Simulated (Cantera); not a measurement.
A Cantera script and its output.

```python
import numpy as np
import cantera as ct

gas = ct.Solution("gri30.yaml")
gas.TPX = 1050, 16000, {'N2O': 1, 'H2O': 0.066}
reactor = ct.IdealGasConstPressureReactor(gas, energy="off", clone=False)
net = ct.ReactorNet([reactor])
net.rtol, net.atol = 1e-08, 1e-18
show = ['N2O', 'H2O', 'H2O2', 'NO2', 'NO', 'H2', 'O']
times = np.geomspace(0.0005, 200, 11)

steps = ct.SolutionArray(gas, extra=["t"])
rows = []
print(f"{'t/s':>10s}{'T/K':>9s}{'P/Pa':>11s}" + "".join(f"{s:>11s}" for s in show))
for t in times:
    while net.time < t:
        t_next = net.step()
        steps.append(gas.state, t=t_next)
    rows.append([np.interp(t, steps.t, y) for y in (steps.T, steps.P, *steps(*show).X.T)])
    print(f"{t:10.3e}{rows[-1][0]:9.1f}{rows[-1][1]:11.4g}" + "".join(f"{x:11.3e}" for x in rows[-1][2:]))
rate = np.gradient(steps.T, steps.t)
print("integrator steps:", len(steps.t))
if steps.T.max() > steps.T[0] + 200:
    print(f"time of steepest temperature rise: {steps.t[rate.argmax()]:.4e} s")
gas.TPX = 1050, 16000, {'N2O': 1, 'H2O': 0.066}
gas.equilibrate("TP")
print(f"equilibrium (TP): T = {gas.T:.1f} K  " + "  ".join(f"{s} {gas[s].X[0]:.3e}" for s in show))
```

It prints:

```
       t/s      T/K       P/Pa        N2O        H2O       H2O2        NO2         NO         H2          O
 5.000e-04   1050.0    1.6e+04  9.381e-01  6.191e-02  6.578e-14  2.121e-13  1.015e-07  5.020e-13  1.547e-07
 1.816e-03   1050.0    1.6e+04  9.381e-01  6.191e-02  4.871e-12  3.161e-11  4.101e-07  1.123e-11  1.548e-07
 6.598e-03   1050.0    1.6e+04  9.380e-01  6.191e-02  6.414e-10  4.698e-09  1.526e-06  1.620e-10  1.547e-07
 2.397e-02   1050.0    1.6e+04  9.379e-01  6.191e-02  4.107e-08  3.305e-07  5.263e-06  1.514e-09  1.542e-07
 8.706e-02   1050.0    1.6e+04  9.375e-01  6.190e-02  8.982e-08  5.178e-06  1.514e-05  7.473e-09  1.539e-07
 3.162e-01   1050.0    1.6e+04  9.359e-01  6.187e-02  4.668e-08  3.284e-05  4.052e-05  1.703e-08  1.520e-07
 1.149e+00   1050.0    1.6e+04  9.302e-01  6.175e-02  2.322e-08  1.277e-04  1.314e-04  1.199e-08  1.450e-07
 4.173e+00   1050.0    1.6e+04  9.102e-01  6.133e-02  9.189e-09  3.038e-04  5.711e-04  5.324e-09  1.330e-07
 1.516e+01   1050.0    1.6e+04  8.427e-01  5.991e-02  5.760e-09  4.512e-04  2.342e-03  3.324e-09  1.221e-07
 5.506e+01   1050.0    1.6e+04  6.487e-01  5.582e-02  5.422e-09  4.339e-04  7.556e-03  2.895e-09  1.134e-07
 2.000e+02   1050.0    1.6e+04  2.906e-01  4.827e-02  4.459e-09  2.470e-04  1.686e-02  3.152e-09  9.828e-08
integrator steps: 1366
equilibrium (TP): T = 1050.0 K  N2O 1.663e-09  H2O 4.215e-02  H2O2 4.938e-11  NO2 1.119e-06  NO 5.894e-05  H2 6.790e-11  O 9.508e-10
```

Model: GRI-Mech 3.0 (53 species, 325 reactions), integrated in Cantera. GRI-Mech 3.0 was tuned for natural gas; its chemistry of N2O as a main component is partial and can be far from experiment. The mechanism lacks the step 2 NO + O2 → 2 NO2, which can matter for NO2 below about 1400 K. The temperature is held fixed by assumption; the heat of reaction is taken as removed at once.
